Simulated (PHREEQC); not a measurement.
0.21 g of hydrous ferric oxide (600 m²/g; 0.2 weak and 0.005 strong sites per Fe, Dzombak-Morel constants, diffuse double layer) in 1 kg of water with 0.3 mol/kgw of an inert sodium salt and 0.0031 mmol/kgw NaF, at 25 °C; the pH is set by adding NaOH or the inert anion's acid. Oxygen alone is held at its pressure in air (log pO2 = -0.68). CO2 from the air is kept out. Precipitation was switched off in this run.

Base run: PHREEQC, ion-association model, wateq4f.dat. Each further column changes one thing. The table gives F sorbed (%).

```csv
pH,base,background salt from 0.3 to 0.03 mol/kgw,oxide from 0.21 to 1.1 g/kgw,0.00017 mol/kgw CuSO4 added
3,35.0,…,73.9,17.5
3.75,45.7,88.4,81.5,25.1
4.88,40.0,77.7,77.8,24.3
5.62,26.9,57.2,…,18.0
6.38,13.1,28.3,44.1,12.5
7.12,4.9,9.0,21.2,7.3
8.25,0.8,1.0,3.9,…
9,0.2,0.2,1.1,0.4
```

**Question.** Some entries are withheld; supply them.

**Answer.** 
- 3, background salt from 0.3 to 0.03 mol/kgw: 83.9
- 5.62, oxide from 0.21 to 1.1 g/kgw: 65.9
- 8.25, 0.00017 mol/kgw CuSO4 added: 1.5

The oxide is taken as insoluble; below pH 4 it would dissolve. The database's constant for dissolved Cu(OH)2 is higher than later reviews accept.
